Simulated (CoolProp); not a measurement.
Vapour-liquid equilibrium of R1234yf (1) + R227EA (2) at 0.713 MPa; x and y are mole fractions of (1).

Values from CoolProp's multi-fluid Helmholtz-energy mixture model, Lemmon 2022 and Lemmon 2016; pair parameters Bell 2016.

Q: Give the bubble temperature and the first vapour's composition at x = 0.2, 0.65, 0.8. Is there an azeotrope?

A: x = 0.2: 37.4 °C, y = 0.252; x = 0.65: 31.0 °C, y = 0.715; x = 0.8: 29.1 °C, y = 0.845. No azeotrope shows between x = 0.05 and 0.95.

Pair parameters are fitted to limited data, so mixtures are less certain than the pure fluids.
